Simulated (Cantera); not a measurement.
A perfectly stirred reactor is fed with CH₄ : N₂ = 1 : 7.3 (molar parts), at 45000 Pa; it is held at 1925 K, and followed from long to short residence time.

Detailed kinetics in Cantera: GRI-Mech 3.0 (53 species, 325 reactions). GRI-Mech 3.0 stops at C3 and has no aromatics, soot or wall deposition, so with more carbon than oxygen in the feed, carbon stays in small species such as C2H2 where larger ones or solid carbon would form.

**Question.** What does this change do: temperature 1925 to 1475 K?

**Answer.** 
```tsv
quantity	before	after
x(CH₄) at τ = 6.70 s	0.000763	0.0490
x(H) at τ = 6.70 s	0.000567	3.78e-6
x(CH₃) at τ = 6.70 s	5.38e-5	3.92e-5
x(HCN) at τ = 6.70 s	0.00107	7.98e-9
x(H₂) at τ = 6.70 s	0.160	0.0950
x(CH₄) at τ = 37.0 ms	0.0115	0.118
x(H) at τ = 37.0 ms	0.000446	1.30e-7
x(CH₃) at τ = 37.0 ms	0.000687	0.000103
x(HCN) at τ = 37.0 ms	4.37e-5	6.93e-12
x(H₂) at τ = 37.0 ms	0.145	0.00188
```

**Question.** What does this change do: N2 7.3 to 1.4 parts?

**Answer.** 
```json
[
 {"quantity": "x(CH₄) at τ = 6.70 s", "before": "0.000763", "after": "0.00250"},
 {"quantity": "x(H) at τ = 6.70 s", "before": "0.000567", "after": "0.000944"},
 {"quantity": "x(CH₃) at τ = 6.70 s", "before": "5.38e-5", "after": "0.000107"},
 {"quantity": "x(HCN) at τ = 6.70 s", "before": "0.00107", "after": "0.000417"},
 {"quantity": "x(H₂) at τ = 6.70 s", "before": "0.160", "after": "0.438"},
 {"quantity": "x(CH₄) at τ = 37.0 ms", "before": "0.0115", "after": "0.0319"},
 {"quantity": "x(H) at τ = 37.0 ms", "before": "0.000446", "after": "0.000789"},
 {"quantity": "x(CH₃) at τ = 37.0 ms", "before": "0.000687", "after": "0.00122"},
 {"quantity": "x(HCN) at τ = 37.0 ms", "before": "4.37e-5", "after": "1.48e-5"},
 {"quantity": "x(H₂) at τ = 37.0 ms", "before": "0.145", "after": "0.406"}
]
```

**Question.** What does this change do: temperature 1925 to 1775 K?

**Answer.** 
```json
[
 {"quantity": "x(CH₄) at τ = 6.70 s", "before": "0.000763", "after": "0.00258"},
 {"quantity": "x(H) at τ = 6.70 s", "before": "0.000567", "after": "0.000168"},
 {"quantity": "x(CH₃) at τ = 6.70 s", "before": "5.38e-5", "after": "5.55e-5"},
 {"quantity": "x(HCN) at τ = 6.70 s", "before": "0.00107", "after": "5.61e-5"},
 {"quantity": "x(H₂) at τ = 6.70 s", "before": "0.160", "after": "0.158"},
 {"quantity": "x(CH₄) at τ = 37.0 ms", "before": "0.0115", "after": "0.0346"},
 {"quantity": "x(H) at τ = 37.0 ms", "before": "0.000446", "after": "0.000107"},
 {"quantity": "x(CH₃) at τ = 37.0 ms", "before": "0.000687", "after": "0.000635"},
 {"quantity": "x(HCN) at τ = 37.0 ms", "before": "4.37e-5", "after": "1.83e-6"},
 {"quantity": "x(H₂) at τ = 37.0 ms", "before": "0.145", "after": "0.114"}
]
```
